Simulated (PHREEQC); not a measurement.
Consider water at 94 °C with 0.0057 mol/kgw HCl, 0.0012 mol/kgw CuSO4 and 0.00087 mol/kgw MgSO4. Closed to the air; pH follows from the charge balance.

All values are PHREEQC results (ion-association model, phreeqc.dat), not measurements.

```json
[
 {"quantity": "pH", "before": "2.39", "after": "2.32"},
 {"quantity": "ionic strength (mol/kgw)", "before": "0.0104", "after": "0.0121"},
 {"quantity": "HSO4- (mol/kgw)", "before": "0.00115", "after": "0.000460"},
 {"quantity": "SO4-2 (mol/kgw)", "before": "0.000665", "after": "0.00138"},
 {"quantity": "MgSO4 (mol/kgw)", "before": "0.000179", "after": "0.000104"}
]
```

### Question
Which change was made?
A) CuSO4 left out
B) HCl from 0.0057 to 0.00855 mol/kgw
C) temperature from 94 to 25 °C

### Answer
C, temperature from 94 to 25 °C

Precipitation was switched off in this run. At this temperature some constants are extrapolated from 25 °C, and those without enthalpy data are left unchanged.
